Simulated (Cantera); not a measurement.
Feed: 1 mol Ta(OEt)₅, 0.12 mol O₂, equilibrated at 1550 K and 10000 Pa.

Equilibrium computed with Cantera from the NASA thermochemical tables; the gas is ideal and each condensed phase is pure. Candidate condensed phases: C, C₆H₆, C₇H₈, C₈H₁₈, H₂O, Ta, TaC, Ta₂O₅; 113 gas species. The feed counts by its element totals alone. TaC: taken at fixed stoichiometry. Condensed phases not in the tables: Ta₂C. Kinetics and transport are ignored.

Base state: H₂ 0.704, CO 0.295, CH₄ 0.000101, H 8.36e-5, H₂O 2.52e-5, C₂H₂ (acetylene) 1.13e-5 (mole fractions); condensed: C(graphite) + TaC(s).

### Question
What changes in the equilibrium state with this change: temperature from 1550 K to 2725 K?

### Answer
| species | before | after |
|---|---|---|
| H₂ | 0.704 | 0.563 |
| CO | 0.295 | 0.273 |
| H | 8.36e-5 | 0.148 |
| C₂H₂ (acetylene) | 1.13e-5 | 0.0145 |
| C₂H | <1e-9 | 0.000424 |
| C₄H₂ | <1e-9 | 0.000156 |
| C(graphite), mol | 3.76 | 3.17 |
| TaC(s), mol | 1.00 | 1.00 |
